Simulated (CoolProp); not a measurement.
Saturated liquid density (kg/m³) of hexamethyldisiloxane (MM): the reference equation beside estimates from Tc = 245.6 °C, pc = 1.931 MPa, ω = 0.418.

Values from CoolProp's reference Helmholtz-energy equation of state, Thol 2016.

```json
[
 {"T (°C)": "13.35", "reference": "771.7", "van der Waals": "462.3", "Redlich-Kwong": "683.7", "Soave-Redlich-Kwong": "715.5", "Peng-Robinson": "805.3"},
 {"T (°C)": "20.15", "reference": "764.6", "van der Waals": "458.5", "Redlich-Kwong": "677.3", "Soave-Redlich-Kwong": "710.1", "Peng-Robinson": "799.5"},
 {"T (°C)": "26.95", "reference": "757.4", "van der Waals": "454.6", "Redlich-Kwong": "670.8", "Soave-Redlich-Kwong": "704.5", "Peng-Robinson": "793.6"},
 {"T (°C)": "33.85", "reference": "750.1", "van der Waals": "450.7", "Redlich-Kwong": "664.0", "Soave-Redlich-Kwong": "698.6", "Peng-Robinson": "787.4"},
 {"T (°C)": "40.65", "reference": "742.8", "van der Waals": "446.7", "Redlich-Kwong": "657.1", "Soave-Redlich-Kwong": "692.7", "Peng-Robinson": "781.0"},
 {"T (°C)": "47.45", "reference": "735.5", "van der Waals": "442.6", "Redlich-Kwong": "650.1", "Soave-Redlich-Kwong": "686.5", "Peng-Robinson": "774.4"},
 {"T (°C)": "54.25", "reference": "728.1", "van der Waals": "438.4", "Redlich-Kwong": "642.8", "Soave-Redlich-Kwong": "680.1", "Peng-Robinson": "767.5"},
 {"T (°C)": "61.15", "reference": "720.4", "van der Waals": "434.1", "Redlich-Kwong": "___", "Soave-Redlich-Kwong": "673.4", "Peng-Robinson": "760.3"},
 {"T (°C)": "67.95", "reference": "712.8", "van der Waals": "___", "Redlich-Kwong": "627.7", "Soave-Redlich-Kwong": "666.5", "Peng-Robinson": "___"},
 {"T (°C)": "74.75", "reference": "705.1", "van der Waals": "425.3", "Redlich-Kwong": "619.9", "Soave-Redlich-Kwong": "659.4", "Peng-Robinson": "745.2"},
 {"T (°C)": "81.55", "reference": "697.3", "van der Waals": "420.8", "Redlich-Kwong": "611.9", "Soave-Redlich-Kwong": "652.1", "Peng-Robinson": "737.2"},
 {"T (°C)": "88.35", "reference": "___", "van der Waals": "416.1", "Redlich-Kwong": "603.6", "Soave-Redlich-Kwong": "644.4", "Peng-Robinson": "728.9"},
 {"T (°C)": "95.25", "reference": "681.2", "van der Waals": "411.3", "Redlich-Kwong": "595.0", "Soave-Redlich-Kwong": "___", "Peng-Robinson": "720.1"},
 {"T (°C)": "102.05", "reference": "673.0", "van der Waals": "406.4", "Redlich-Kwong": "586.3", "Soave-Redlich-Kwong": "628.1", "Peng-Robinson": "711.1"},
 {"T (°C)": "108.85", "reference": "664.6", "van der Waals": "401.3", "Redlich-Kwong": "577.3", "Soave-Redlich-Kwong": "619.5", "Peng-Robinson": "701.6"}
]
```

Question: Fill in the missing entries.

Answer: 
- 61.15, Redlich-Kwong: 635.3
- 67.95, van der Waals: 429.8
- 67.95, Peng-Robinson: 752.9
- 88.35, reference: 689.4
- 95.25, Soave-Redlich-Kwong: 636.4

Absolute difference from the reference over all 15 rows, mean and median: van der Waals 39.8 and 39.7 %, Redlich-Kwong 12.0 and 11.8 %, Soave-Redlich-Kwong 6.7 and 6.7 %, Peng-Robinson 5.3 and 5.5 %.
